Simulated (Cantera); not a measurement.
Input (Python, Cantera) and output of one run.

```python
import numpy as np
import cantera as ct

gas_names = [...]  # 87 gases of nasa_gas.yaml made of C, H, Si
cond_names = """
    C(gr) C6H6(L) C7H8(L) C8H18(L),n-octa Si(cr) Si(L) SiC(b)
""".split()


# ... load() reads the species with a 1 bar reference pressure and builds the phases ...
atoms = {
    'CH3SiH3': {'C': 1, 'H': 6, 'Si': 1},
    'C2H4': {'C': 2, 'H': 4},
    'H2': {'H': 2},
}
top_T = {'C(gr)': 4500, 'SiC(b)': 3050}  # K; cautious upper limits of use, not melting points


# ... equilibrate(T, P, feed) seeds the gas with the atoms and calls Mixture.equilibrate('TP', solver="vcs", rtol=1e-11, max_steps=5000) ...
results = []
feed = {'CH3SiH3': 1, 'C2H4': 0.17, 'H2': 7.9}  # mol
P = 47000  # Pa
for T in [1273, 1473, 1673, 1873, 2073, 2273, 2473, 2673]:
    mix = equilibrate(T, P, feed)
    results.append((T, P, feed, dict(zip(mix.species_names, mix.species_moles))))

top = {s: max(r[3][s] / sum(r[3][g] for g in gas_names) for r in results) for s in gas_names}
cols = sorted((s for s in top if top[s] > 0.0001), key=lambda s: -top[s])[:6]
seen = [c for c in cond_names if any(r[3].get(c, 0) > 1e-12 for r in results)]
print("log10 of partial pressures in bar; condensed amounts in mol")
print(f"{'T/K':>10s}" + "".join(f"{s[:9]:>10s}" for s in cols + seen))
for T, P, feed, n in results:
    ng = sum(n[g] for g in gas_names)
    print(f"{T:10.4g}" + "".join(f"{np.log10(max(n[s] / ng * P / 1e5, 1e-99)):10.3f}" for s in cols)
          + "".join(f"{n.get(c, 0):10.4g}" for c in seen))
```

It prints:

```
log10 of partial pressures in bar; condensed amounts in mol
       T/K        H2         H C2H2,acet        Si      SiC2       CH4     C(gr)    SiC(b)
      1273    -0.330    -6.312    -6.760   -13.335   -17.093    -2.687     0.291         1
      1473    -0.329    -5.062    -5.515   -10.446   -13.306    -3.189    0.3244         1
      1673    -0.328    -4.108    -4.573    -8.253   -10.437    -3.572    0.3323         1
      1873    -0.329    -3.354    -3.834    -6.534    -8.192    -3.872    0.3297         1
      2073    -0.330    -2.745    -3.242    -5.149    -6.390    -4.114    0.3108    0.9996
      2273    -0.335    -2.243    -2.759    -4.012    -4.913    -4.316    0.2577    0.9958
      2473    -0.348    -1.826    -2.363    -3.061    -3.681    -4.500    0.1506    0.9616
      2673    -0.379    -1.480    -2.049    -2.254    -2.639    -4.695   0.01621    0.7104
```

Method: chemical equilibrium by Gibbs-energy minimisation in Cantera with the NASA 1993 tables (ideal gas, pure condensed phases). The feed counts by its element totals alone. Gases not in the tables: Si2H6 and higher silanes.
